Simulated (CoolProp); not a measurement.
Saturation properties of C3F8 (R218).

The numbers come from the reference Helmholtz-energy equation of state, Lemmon 2006 in CoolProp. It is a short technical equation, of lower accuracy than the large ones.

```
T (K)  p (kPa)  liquid density (kg/m³)  enthalpy of vaporisation (kJ/kg)  liquid cp (kJ/(kg K))  surface tension (mN/m)  liquid conductivity (mW/(m K))
-----  -------  ----------------------  --------------------------------  ---------------------  ----------------------  ------------------------------
244.9    146.8                    1578                             101.9                 0.9949                    9.51                            59.7
249.1    174.2                    1560                             100.3                  1.005                     [?]                            58.6
253.3    205.5                    1543                             98.60                  1.016                    8.54                            57.4
257.6    241.7                    1525                             96.82                    [?]                    8.05                            56.2
261.8    281.6                    1506                             95.01                  1.038                    7.58                            55.1
266      326.3                     [?]                             93.15                  1.051                     [?]                            53.9
270.2    376.2                    1468                             91.22                  1.063                    6.66                             [?]
274.5    433.0                    1448                             89.16                  1.077                    6.19                            51.6
278.7    494.4                    1428                             87.07                    [?]                    5.74                            50.5
282.9    562.1                     [?]                             84.88                  1.107                    5.30                            49.3
287.1    636.5                    1385                               [?]                  1.123                    4.86                            48.2
```

Task: Some entries are withheld; supply them.

Result: 
- 249.1, surface tension (mN/m): 9.02
- 257.6, liquid cp (kJ/(kg K)): 1.027
- 266, liquid density (kg/m³): 1488
- 266, surface tension (mN/m): 7.12
- 270.2, liquid conductivity (mW/(m K)): 52.8
- 278.7, liquid cp (kJ/(kg K)): 1.091
- 282.9, liquid density (kg/m³): 1407
- 287.1, enthalpy of vaporisation (kJ/kg): 82.60

It boils at 236.4 K under 1 atm.

Thermal conductivity comes from a separate model (Huber 2003), an estimate that may be off by 10 % or more. Surface tension comes from a separate correlation (Mulero 2012).
